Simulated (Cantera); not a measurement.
A perfectly stirred reactor is fed with 27.8 % CH₄, 72.2 % CO₂, at 9.87 atm; it is held at 1998 K, and followed from long to short residence time.

Detailed kinetics in Cantera: GRI-Mech 3.0 (53 species, 325 reactions).

Question: Predict: x(CH₄) at τ = 0.700 s; x(CO₂) at τ = 0.700 s; x(OH) at τ = 0.700 s; x(H) at τ = 0.700 s; x(CH₄) at τ = 31.0 ms; x(CO₂) at τ = 31.0 ms; x(OH) at τ = 31.0 ms; x(H) at τ = 31.0 ms.

Answer: 
```json
{
 "x(CH₄) at τ = 0.700 s": "0.000631",
 "x(CO₂) at τ = 0.700 s": "0.112",
 "x(OH) at τ = 0.700 s": "2.04e-5",
 "x(H) at τ = 0.700 s": "0.000213",
 "x(CH₄) at τ = 31.0 ms": "0.00663",
 "x(CO₂) at τ = 31.0 ms": "0.128",
 "x(OH) at τ = 31.0 ms": "2.24e-5",
 "x(H) at τ = 31.0 ms": "0.000203"
}
```
